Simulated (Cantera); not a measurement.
## Aluminium and copper etching: Cu + HF + H₂

A closed system holds: 1 mol Cu, 6.4 mol HF, 0.24 mol H₂, held at 75.0 Torr.

These are equilibrium values from Cantera (NASA tables, ideal gas, pure condensed phases), not measurements of a reactor. Candidate condensed phases: Cu, CuF₂; 15 gas species. Rates play no part.

From 825 K to 1325 K the condensed part is Cu(s). From 1375 K to 1475 K the condensed part is Cu(l).

```
T (K)   x HF    x H₂     x CuF      x Cu       x H   x H₂F₂  n Cu(s)  n Cu(l)
-----  -----  ------  --------  --------  --------  -------  -------  -------
825    0.964  0.0361  1.20e-11    <1e-12  4.77e-12  7.73e-6     1.00        0
875    0.964  0.0361  1.02e-10    <1e-12  3.02e-11  6.05e-6     1.00        0
925    0.964  0.0361  6.88e-10  6.02e-12  1.57e-10  4.86e-6     1.00        0
975    0.964  0.0361   3.81e-9  5.58e-11  6.88e-10  4.00e-6     1.00        0
1025   0.964  0.0361   1.78e-8  4.15e-10   2.62e-9  3.36e-6     1.00        0
1075   0.964  0.0361   7.21e-8   2.55e-9   8.82e-9  2.87e-6     1.00        0
1125   0.964  0.0361   2.57e-7   1.34e-8   2.67e-8  2.49e-6    1.000        0
1175   0.964  0.0361   8.21e-7   6.05e-8   7.37e-8  2.19e-6    1.000        0
1225   0.964  0.0361   2.38e-6   2.42e-7   1.87e-7  1.95e-6    1.000        0
1275   0.964  0.0361   6.34e-6   8.66e-7   4.43e-7  1.75e-6    1.000        0
1325   0.964  0.0362   1.57e-5   2.81e-6   9.83e-7  1.59e-6    1.000        0
1375   0.964  0.0362   3.56e-5   8.23e-6   2.06e-6  1.45e-6        0    1.000
1425   0.964  0.0362   7.44e-5   2.17e-5   4.10e-6  1.33e-6        0    0.999
1475   0.964  0.0362  0.000147   5.36e-5   7.80e-6  1.24e-6        0    0.999
```
x: gas mole fraction; n: condensed amount in mol.
